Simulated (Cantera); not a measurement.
Mixture: CO : H2 : CH4 : O2 : N2 = 1 : 0.061 : 0.056 : 0.988 : 3.72 (molar parts), equivalence ratio 0.65, at 1000000 Pa, adiabatic and at constant pressure. Ignition delay is the time to a rise of 400 K.

Cantera simulation using GRI-Mech 3.0 (53 species, 325 reactions); the numbers are that mechanism's predictions, not measurements. Where the delays flatten at high temperature, the 400 K rule measures the pace of heat release, not the induction time.

### Question
What does this change do: pressure from 1000000 Pa to 2600000 Pa?

### Answer
```tsv
quantity	before	after
delay at 1100 K	0.673 ms	0.654 ms
delay at 1300 K	43.2 µs	39.5 µs
delay at 1500 K	10.9 µs	7.02 µs
delay at 1700 K	5.78 µs	2.63 µs
delay at 1900 K	4.13 µs	1.54 µs
```
The pressure lies above the range GRI-Mech 3.0 was tuned for (to about 10 atm).

### Question
What does this change do: pressure from 1000000 Pa to 320000 Pa?

### Answer
```csv
quantity,before,after
delay at 1100 K,0.673 ms,0.551 ms
delay at 1300 K,43.2 µs,63.3 µs
delay at 1500 K,10.9 µs,28.3 µs
delay at 1700 K,5.78 µs,19.6 µs
delay at 1900 K,4.13 µs,16.9 µs
```
